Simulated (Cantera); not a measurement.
Charge: 1 mol Cu₂O, 1.4 mol CH₄, 0.016 mol CO, held at 0.270 bar.

Cantera equilibrium calculation (NASA polynomials, part measured and part estimated; ideal gas, pure solids and liquids). Candidate condensed phases: C, C₆H₆, C₇H₈, C₈H₁₈, Cu, CuO, Cu(OH)₂, Cu₂O, H₂O; 113 gas species. Rates play no part.

x: gas mole fraction; n: condensed amount in mol.

```tsv
T (K)	x H₂	x CO	x Cu	x H	x CH₄	n C(graphite)	n Cu(l)
1450	0.733	0.266	1.27e-5	___	0.000479	0.399	2.00
1525	0.733	0.266	4.61e-5	___	0.000331	0.399	2.00
1600	0.733	0.266	0.000147	___	0.000237	0.399	2.00
1675	0.733	0.266	0.000423	___	0.000175	0.399	2.00
1750	0.732	0.266	0.00111	___	0.000132	0.399	2.00
1825	0.731	0.265	0.00267	___	0.000102	0.398	1.99
1900	0.728	0.264	0.00598	___	8.04e-5	0.398	1.98
```

Problem. Complete the blanks.

Solution. 
- 1450, x H: 1.56e-5
- 1525, x H: 3.90e-5
- 1600, x H: 8.96e-5
- 1675, x H: 0.000191
- 1750, x H: 0.000383
- 1825, x H: 0.000725
- 1900, x H: 0.00130
